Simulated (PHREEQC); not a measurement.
# Copper plating or etch bath: an equilibrium model

Consider water at 25 °C with 5.7 mmol/kgw CuCl2, 1.7 mmol/kgw HBF4 and 0.064 mmol/kgw H3BO3. Closed to the air; pH follows from the charge balance.

All values are PHREEQC results (ion-association model, phreeqc.dat), not measurements.

The pH is 2.75 and the ionic strength is 0.0188 mol/kgw. The total alkalinity is -6.80 meq/kg.

| species | molality | activity | log γ |
|---|---|---|---|
| Cl- | 0.0113 | 0.00985 | -0.060 |
| Cu+2 | 0.00554 | 0.00333 | -0.220 |
| HF | 0.00239 | 0.00240 | 0.002 |
| H+ | 0.00199 | 0.00178 | -0.050 |
| F- | 0.00103 | 0.000901 | -0.060 |
| H3BO3 | 0.000881 | 0.000885 | 0.002 |
| BF4- | 0.000711 | 0.000621 | -0.059 |
| BF3OH- | 0.000109 | 9.54e-5 | -0.059 |
| CuCl+ | 0.000101 | 8.84e-5 | -0.059 |
| CuF+ | 6.26e-5 | 5.47e-5 | -0.059 |
| BF2(OH)2- | 6.22e-5 | 5.44e-5 | -0.059 |
| HF2- | 9.48e-6 | 8.29e-6 | -0.059 |
| CuCl2 | 4.65e-7 | 4.67e-7 | 0.002 |

No solid was allowed to form. Real BF4- forms and hydrolyses slowly; the run takes it at equilibrium.
